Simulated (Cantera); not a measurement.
An adiabatic, constant-pressure homogeneous reactor starts with C₃H₈ : O₂ : N₂ = 1 : 16.7 : 62.7 (molar parts), at 1550 K and 1.01 bar. Integrator tolerance rtol = 1e-08.

Computed with Cantera and GRI-Mech 3.0 (53 species, 325 reactions). GRI-Mech 3.0 was tuned for natural gas; its chemistry of propane as a main component is partial and can be far from experiment.

**Question.** What does this change do: pressure from 1.01 bar to 0.440 bar?

**Answer.** 
| quantity | before | after |
|---|---|---|
| time of steepest temperature rise | 46.8 µs | 84.8 µs |
| temperature at 8.00 s | 2176 K | 2170 K |
| equilibrium temperature | 2176 K | 2170 K |
| x(C₃H₈) at 8.00 s | <1e-12 (gas-phase equilibrium <1e-12) | <1e-12 (gas-phase equilibrium <1e-12) |
| x(O₂) at 8.00 s | 0.138 (gas-phase equilibrium 0.138) | 0.138 (gas-phase equilibrium 0.138) |
| x(H₂) at 8.00 s | 0.000126 (gas-phase equilibrium 0.000126) | 0.000181 (gas-phase equilibrium 0.000181) |
| x(C₂H₂) at 8.00 s | <1e-12 (gas-phase equilibrium <1e-12) | <1e-12 (gas-phase equilibrium <1e-12) |
| x(NO₂) at 8.00 s | 1.03e-5 (gas-phase equilibrium 1.03e-5) | 6.71e-6 (gas-phase equilibrium 6.71e-6) |
